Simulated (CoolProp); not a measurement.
A single-stage vapour-compression cycle with the fluid: evaporating at 198.15 K (dew point), condensing at 265.15 K (bubble point), superheat 10 K, subcooling 0 K, compressor efficiency 0.65, no pressure losses. The same conditions are run with several fluids, on thermodynamics alone (safety and materials aside).

The numbers come from the reference Helmholtz-energy equation of state of each fluid (hydrogen sulfide: Lemmon 2006; propane: Lemmon 2009; R115: Lemmon 2016; carbonyl sulfide: Lemmon 2006; nitrous oxide: Lemmon 2006; ethane: Bücker 2006) in CoolProp.

| fluid | cooling COP | pressure ratio | discharge temperature (K) | refrigerating effect (kJ/kg) | volumetric capacity (kJ/m³) |
|---|---|---|---|---|---|
| hydrogen sulfide | 1.35 | 18.0 | 524.3 | 438 | 394 |
| propane | 1.45 | 20.5 | 350.5 | 319 | 148 |
| R115 | 1.34 | 23.4 | 305.3 | 81.1 | 106 |
| carbonyl sulfide | 1.41 | 18.7 | 460.2 | 251 | 239 |
| nitrous oxide | 1.26 | 11.9 | 431.3 | 242 | 1360 |
| ethane | 1.28 | 9.80 | 357.3 | 298 | 1080 |
